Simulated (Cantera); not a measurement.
A Cantera script and its output.

```python
import numpy as np
import cantera as ct

gas = ct.Solution("gri30.yaml")
gas.TPX = 1473, 410000, {'CH4': 0.0043, 'O2': 0.035, 'N2': 1}
reactor = ct.IdealGasConstPressureReactor(gas, energy="off", clone=False)
net = ct.ReactorNet([reactor])
net.rtol, net.atol = 1e-08, 1e-18
show = ['CH4', 'O2', 'C2H', 'C2H4', 'CH2O', 'H', 'HCN']
times = np.geomspace(0.0001, 2, 12)

steps = ct.SolutionArray(gas, extra=["t"])
rows = []
print(f"{'t/s':>10s}{'T/K':>9s}{'P/Pa':>11s}" + "".join(f"{s:>11s}" for s in show))
for t in times:
    while net.time < t:
        t_next = net.step()
        steps.append(gas.state, t=t_next)
    rows.append([np.interp(t, steps.t, y) for y in (steps.T, steps.P, *steps(*show).X.T)])
    print(f"{t:10.3e}{rows[-1][0]:9.1f}{rows[-1][1]:11.4g}" + "".join(f"{x:11.3e}" for x in rows[-1][2:]))
rate = np.gradient(steps.T, steps.t)
print("integrator steps:", len(steps.t))
if steps.T.max() > steps.T[0] + 200:
    print(f"time of steepest temperature rise: {steps.t[rate.argmax()]:.4e} s")
gas.TPX = 1473, 410000, {'CH4': 0.0043, 'O2': 0.035, 'N2': 1}
gas.equilibrate("TP")
print(f"equilibrium (TP): T = {gas.T:.1f} K  " + "  ".join(f"{s} {gas[s].X[0]:.3e}" for s in show))
```

It prints:

```
       t/s      T/K       P/Pa        CH4         O2        C2H       C2H4       CH2O          H        HCN
 1.000e-04   1473.0    4.1e+05  4.136e-03  3.368e-02  2.707e-21  4.009e-10  1.823e-07  4.095e-09  1.887e-16
 2.460e-04   1473.0    4.1e+05  4.132e-03  3.367e-02  5.599e-19  1.181e-08  1.528e-06  9.156e-09  1.703e-15
 6.053e-04   1473.0    4.1e+05  4.095e-03  3.365e-02  3.632e-16  5.399e-07  1.503e-05  4.648e-08  2.884e-14
 1.489e-03   1473.0    4.1e+05  3.032e-03  3.281e-02  4.696e-11  9.927e-05  1.631e-04  6.769e-06  1.244e-10
 3.664e-03   1473.0    4.1e+05  1.160e-18  2.548e-02  2.046e-25  1.873e-27  2.371e-15  1.048e-06  2.766e-11
 9.016e-03   1473.0    4.1e+05  8.049e-19  2.540e-02  3.968e-27  8.465e-29  1.700e-17  5.024e-08  3.300e-12
 2.218e-02   1473.0    4.1e+05  1.169e-19  2.540e-02  5.008e-28  1.819e-30  1.411e-18  4.745e-09  8.551e-13
 5.458e-02   1473.0    4.1e+05  5.795e-20  2.540e-02  1.590e-28  2.336e-30  1.945e-19  1.373e-09  1.955e-13
 1.343e-01   1473.0    4.1e+05  4.920e-20  2.540e-02  1.205e-28  1.487e-31  4.466e-19  1.157e-09  2.821e-14
 3.304e-01   1473.0    4.1e+05  4.701e-20  2.540e-02  9.036e-29  1.178e-31  4.264e-19  1.156e-09  1.609e-14
 8.129e-01   1473.0    4.1e+05  4.199e-20  2.540e-02  4.462e-29  5.822e-32  3.811e-19  1.156e-09  9.332e-15
 2.000e+00   1473.0    4.1e+05  3.180e-20  2.540e-02  7.881e-30  1.035e-32  2.893e-19  1.156e-09  2.816e-15
integrator steps: 1878
equilibrium (TP): T = 1473.0 K  CH4 2.003e-32  O2 2.519e-02  C2H 2.552e-47  C2H4 2.430e-50  CH2O 2.587e-21  H 1.159e-09  HCN 3.249e-22
```

Computed with Cantera and GRI-Mech 3.0 (53 species, 325 reactions).
